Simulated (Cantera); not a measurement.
Input: 1 mol Si2H6, 0.066 mol HCl, 10 mol N2, held at 1823 K and 2.85 Torr.

Equilibrium computed with Cantera from the NASA thermochemical tables; the gas is ideal and each condensed phase is pure. Candidate condensed phases: NH4Cl, Si, Si3N4; 28 gas species. The feed counts by its element totals alone. The tables' values for SiCl, SiN are old estimates; treat these amounts as uncertain. Rates play no part.

Base state: N2 0.763, H2 0.228, HCl 0.00442, H 0.00335, Si 0.00116, SiCl2 0.000257, SiCl 5.03e-5, Cl 4.97e-5 (mole fractions); condensed: Si(l).

What changes in the equilibrium state with this change: pressure from 2.85 Torr to 7.50 Torr?


```tsv
species	before	after
N2	0.763	0.764
H2	0.228	0.228
HCl	0.00442	0.00446
H	0.00335	0.00207
Si	0.00116	0.000442
Si2N	4.07e-5	2.51e-5
SiN	2.59e-5	1.60e-5
SiH	3.65e-5	2.26e-5
Si(l), mol	1.98	1.99
```

What changes in the equilibrium state with this change: temperature from 1823 K to 1248.15 K?


```json
[
 {"species": "N2", "before": "0.763", "after": "0.739"},
 {"species": "H2", "before": "0.228", "after": "0.256"},
 {"species": "HCl", "before": "0.00442", "after": "0.00562"},
 {"species": "H", "before": "0.00335", "after": "3.84e-6"},
 {"species": "SiCl2", "before": "0.000257", "after": "3.79e-7"},
 {"species": "Si", "before": "0.00116", "after": "<1e-9"},
 {"species": "SiCl", "before": "5.03e-5", "after": "<1e-9"},
 {"species": "Si(l), mol", "before": "1.98", "after": "0"},
 {"species": "Si3N4(s), mol", "before": "0", "after": "0.667"}
]
```
N2 is the only nitrogen source here; it is nearly inert below about 1500 K, so the nitride shown seldom forms there in practice.

What changes in the equilibrium state with this change: temperature from 1823 K to 1125 K?


```csv
species,before,after
N2,0.763,0.739
H2,0.228,0.256
HCl,0.00442,0.00563
H,0.00335,3.64e-7
SiCl2,0.000257,2.35e-8
Si,0.00116,<1e-9
SiCl,5.03e-5,<1e-9
"Si(l), mol",1.98,0
"Si3N4(s), mol",0,0.667
```
N2 is the only nitrogen source here; it is nearly inert below about 1500 K, so the nitride shown seldom forms there in practice.
